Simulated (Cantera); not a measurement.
A closed system holds: 1 mol Si, 11 mol HCl, 3.9 mol H2, at 1.70 Pa.

Equilibrium computed with Cantera from the NASA thermochemical tables; the gas is ideal and each condensed phase is pure. Candidate condensed phases: Si; 19 gas species. The tables' values for SiCl3, SiCl are old estimates; treat these amounts as uncertain. Equilibrium is a limit: real reactors are often held back by kinetics, nucleation or transport.

**Question.** At 1550 K, list the 5 most abundant gas species with their mole fractions, and the condensed phases.

**Answer.** HCl 0.594, H2 0.328, SiCl2 0.0661, Cl 0.00632, H 0.00438. Condensed: gas only.
